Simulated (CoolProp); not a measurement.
Carbonyl sulfide along the isotherm 54.45 °C: Z from the reference equation and from simpler models built on Tc = 105.6 °C, pc = 6.369 MPa, ω = 0.098; each cubic takes its own stable root.

The numbers come from the reference Helmholtz-energy equation of state, Lemmon 2006 in CoolProp. It is a short technical equation, of lower accuracy than the large ones.

```csv
p (MPa),phase,reference
3.33,liquid,0.08155
6.67,liquid,0.1594
10,liquid,0.2343
13.3,liquid,0.3067
16.7,liquid,0.3795
20,liquid,0.4489
23.3,liquid,0.5172
26.7,liquid,0.5865
30,liquid,0.6529
33.3,liquid,0.7185
36.7,liquid,0.7853
40,liquid,0.8496
43.3,liquid,0.9132
46.7,liquid,0.9782
50,liquid,1.041
```

Question: How far does each simpler model (Redlich-Kwong, Soave-Redlich-Kwong) lie from the reference over these 15 states: mean and median of the absolute difference, and the worst?

Answer: 
- Redlich-Kwong: mean 6.7 %, median 5.8 %, worst +13.1 % at 54.45 °C and 3.33 MPa
- Soave-Redlich-Kwong: mean 5.8 %, median 5.1 %, worst +11.1 % at 54.45 °C and 3.33 MPa
